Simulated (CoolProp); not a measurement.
Vapour pressure (MPa) of c-C4F8 (RC318): the reference equation beside estimates from Tc = 388.4 K, pc = 2.778 MPa, ω = 0.355. Clausius-Clapeyron is anchored at 271.4 K with a constant enthalpy of vaporisation of 23.04 kJ/mol.

The numbers come from the reference Helmholtz-energy equation of state, Platzer 1990 in CoolProp. This equation is an older, rougher fit; its heat capacities, sound speeds and derivatives of the liquid may be far off and weren't checked against measurements.

```json
[
 {"T (K)": "254.7", "reference": "0.05863", "Lee-Kesler": "0.05850", "Clausius-Clapeyron": "___"},
 {"T (K)": "260.3", "reference": "___", "Lee-Kesler": "0.07544", "Clausius-Clapeyron": "0.07783"},
 {"T (K)": "265.9", "reference": "0.09609", "Lee-Kesler": "0.09604", "Clausius-Clapeyron": "0.09739"},
 {"T (K)": "271.4", "reference": "0.1203", "Lee-Kesler": "0.1203", "Clausius-Clapeyron": "0.1203"},
 {"T (K)": "277", "reference": "0.1496", "Lee-Kesler": "___", "Clausius-Clapeyron": "0.1479"},
 {"T (K)": "282.5", "reference": "0.1835", "Lee-Kesler": "0.1837", "Clausius-Clapeyron": "0.1797"},
 {"T (K)": "288.1", "reference": "___", "Lee-Kesler": "0.2240", "Clausius-Clapeyron": "0.2174"},
 {"T (K)": "293.7", "reference": "0.2704", "Lee-Kesler": "0.2708", "Clausius-Clapeyron": "___"}
]
```

Complete the blanks.


- 254.7, Clausius-Clapeyron: 0.06159
- 260.3, reference: 0.07554
- 277, Lee-Kesler: 0.1497
- 288.1, reference: 0.2237
- 293.7, Clausius-Clapeyron: 0.2612

Absolute difference from the reference over all 8 rows, mean and median: Lee-Kesler 0.1 and 0.1 %, Clausius-Clapeyron 2.4 and 2.4 %.
